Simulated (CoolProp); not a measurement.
Aqueous sodium chloride as a coolant, at 17 °C, 1 atm.

Model: Melinder's fits for secondary coolants, in CoolProp.

```tsv
mass %	freezing point (°C)	density (kg/m³)	conductivity (W/(m K))	cp (kJ/(kg K))	viscosity (mPa s)
4	-2.4	?	0.589	3.973	1.15
5.9	-3.6	?	0.588	3.885	1.19
7.8	-4.9	1055	0.586	3.804	1.23
9.8	?	1070	0.584	3.726	1.28
11.7	-7.9	1084	?	3.657	1.33
13.6	-9.6	1099	0.580	3.593	1.39
15.6	-11.5	1114	0.578	3.531	1.46
17.5	-13.5	1129	0.576	3.475	1.53
19.5	-15.8	1145	0.574	3.421	1.62
```

Q: Complete the blanks.

A: 
- 4, density (kg/m³): 1028
- 5.9, density (kg/m³): 1041
- 9.8, freezing point (°C): -6.4
- 11.7, conductivity (W/(m K)): 0.582
